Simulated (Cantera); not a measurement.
**Stirred combustor or abatement burner**

A perfectly stirred reactor is fed with 12.0 % CH4, 18.5 % O2, 69.5 % N2, equivalence ratio 1.3, at 760 Torr; it is adiabatic with a 725 K inlet, and is followed from long to short residence time, starting on the burning branch (τ in s: 0.041, 0.025, 0.015, 0.0092, 0.0055, 0.0034, 0.002, 0.0012, 0.00074, 0.00045, 0.00027, 0.00016, 0.0001).

Computed with Cantera and GRI-Mech 3.0 (53 species, 325 reactions).

| τ (s) | T (K) | x CH4 | x O2 | x H2O | x CH2CO | x CO | x C2H4 |
|---|---|---|---|---|---|---|---|
| 0.041 | 2332 | 1.16e-5 | 0.000346 | 0.183 | 1.34e-8 | 0.0639 | 2.96e-9 |
| 0.025 | 2326 | 1.59e-5 | 0.000440 | 0.182 | 1.90e-8 | 0.0640 | 5.54e-9 |
| 0.015 | 2318 | 2.16e-5 | 0.000574 | 0.181 | 2.66e-8 | 0.0640 | 1.01e-8 |
| 0.0092 | 2309 | 2.89e-5 | 0.000750 | 0.181 | 3.64e-8 | 0.0640 | 1.74e-8 |
| 0.0055 | 2297 | 3.96e-5 | 0.000995 | 0.180 | 5.05e-8 | 0.0641 | 3.06e-8 |
| 0.0034 | 2285 | 5.39e-5 | 0.00130 | 0.178 | 6.96e-8 | 0.0642 | 5.21e-8 |
| 0.0020 | 2269 | 7.72e-5 | 0.00172 | 0.177 | 1.02e-7 | 0.0644 | 9.62e-8 |
| 0.0012 | 2252 | 0.000112 | 0.00226 | 0.176 | 1.56e-7 | 0.0647 | 1.81e-7 |
| 0.00074 | 2234 | 0.000164 | 0.00291 | 0.174 | 2.49e-7 | 0.0651 | 3.45e-7 |
| 0.00045 | 2215 | 0.000249 | 0.00381 | 0.173 | 4.38e-7 | 0.0656 | 7.19e-7 |
| 0.00027 | 2193 | 0.000399 | 0.00513 | 0.172 | 8.65e-7 | 0.0665 | 1.66e-6 |
| 0.00016 | 2166 | 0.000683 | 0.00725 | 0.170 | 1.98e-6 | 0.0681 | 4.42e-6 |
| 0.00010 | 2132 | 0.00119 | 0.0105 | 0.168 | 4.81e-6 | 0.0703 | 1.24e-5 |
x: mole fraction; the columns are a selection and need not sum to one.
